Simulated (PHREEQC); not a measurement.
## Alkaline etch or developer: an equilibrium model

A solution holds 64 mmol/kgw TMAH, 0.97 mmol/kgw NaAlO2 and 1.5 mmol/kgw K2CO3, at 20 °C. Closed to the air; pH follows from the charge balance.

Equilibrium calculation in PHREEQC: ion-association model, phreeqc.dat.

```yaml
pH: 12.87
ionic_strength: 0.0694 mol/kgw
total_alkalinity: 70.9 meq/kg
```

| species | molality | activity | log γ |
|---|---|---|---|
| OH- | 0.0640 | 0.0506 | -0.102 |
| (CH3)4N+ | 0.0640 | 0.0510 | -0.099 |
| K+ | 0.00300 | 0.00238 | -0.101 |
| CO3-2 | 0.00149 | 0.000644 | -0.364 |
| Al(OH)4- | 0.000970 | 0.000778 | -0.096 |
| Na+ | 0.000961 | 0.000776 | -0.093 |
| NaCO3- | 8.97e-6 | 7.20e-6 | -0.095 |

No solid was allowed to form. Species that the database lacks are ignored. (CH3)4N+ isn't in the database: it is added as a free cation with an ion size of 4 Å.
